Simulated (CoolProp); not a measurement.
Properties of cyclopentane along the isotherm 468.6 K.

Model: reference Helmholtz-energy equation of state, Gedanitz 2015, in CoolProp.

| p (MPa) | phase | Z | speed of sound (m/s) | isothermal compressibility (1/MPa) | expansivity (1/kK) | conductivity (mW/(m K)) |
|---|---|---|---|---|---|---|
| 0.229 | gas | 0.9761 | 237.8 | 4.476 | 2.305 | 31.7 |
| 0.458 | gas | 0.9513 | 232.5 | 2.299 | 2.502 | 32.5 |
| 0.687 | gas | 0.9256 | ___ | 1.580 | 2.730 | 33.3 |
| 0.917 | gas | 0.8985 | ___ | 1.225 | 3.002 | ___ |
| 1.15 | gas | 0.8697 | 214.4 | 1.016 | ___ | 35.1 |
| 1.37 | gas | 0.8409 | 207.9 | 0.8899 | 3.714 | 36.0 |
| 1.6 | gas | 0.8089 | 200.5 | 0.8033 | 4.215 | 37.1 |
| 1.83 | gas | ___ | ___ | 0.7488 | 4.872 | 38.2 |
| 2.06 | gas | 0.7365 | 183.2 | 0.7210 | 5.777 | 39.5 |
| 2.29 | gas | 0.6940 | 172.7 | 0.7219 | 7.126 | ___ |

Problem. Fill in the missing entries.

Solution. 
- 0.687, speed of sound (m/s): 226.9
- 0.917, speed of sound (m/s): 220.9
- 0.917, conductivity (mW/(m K)): 34.2
- 1.15, expansivity (1/kK): 3.332
- 1.83, Z: 0.7744
- 1.83, speed of sound (m/s): 192.3
- 2.29, conductivity (mW/(m K)): 41.0

Thermal conductivity comes from a separate model (Vassiliou 2015).
